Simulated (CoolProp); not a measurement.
A closed Brayton cycle with carbon dioxide: compressor inlet 331.15 K and 8.9 MPa, high pressure 30.4 MPa, turbine inlet 745 K, compressor efficiency 0.85, turbine efficiency 0.9, recuperator effectiveness 0 (on enthalpy, no pinch check). Each further row changes one setting.

The numbers come from the reference Helmholtz-energy equation of state, Span 1996 in CoolProp.

```tsv
case	thermal efficiency (%)	net work (kJ/kg)	compressor to turbine work	compressor exit (K)	turbine exit (K)
as stated	16.8	70.8	0.49	435.6	607.2
turbine inlet 695 K	16.5	59.1	0.54	435.6	562.1
compressor inlet 341.15 K	16.1	63.1	0.55	453.4	607.2
high pressure 25.8 MPa	15.0	65.6	0.47	421.2	625.0
recuperator effectiveness 0.5	22.0	70.8	0.49	435.6	607.2
```
